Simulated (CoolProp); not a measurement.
Computed with CoolProp (reference Helmholtz-energy equation of state, Lemmon 2006). It is a short technical equation, of lower accuracy than the large ones.

Give the vapour pressure (MPa), enthalpy of vaporisation (kJ/kg), liquid cp (kJ/(kg K)), vapour Z of saturated carbon monoxide at -184.45, -172.65 °C.


```
T (°C)   p (MPa)  enthalpy of vaporisation (kJ/kg)  liquid cp (kJ/(kg K))  vapour Z
-------  -------  --------------------------------  ---------------------  --------
-184.45    0.211                               204                   2.18     0.931
-172.65    0.565                               183                   2.31     0.861
```
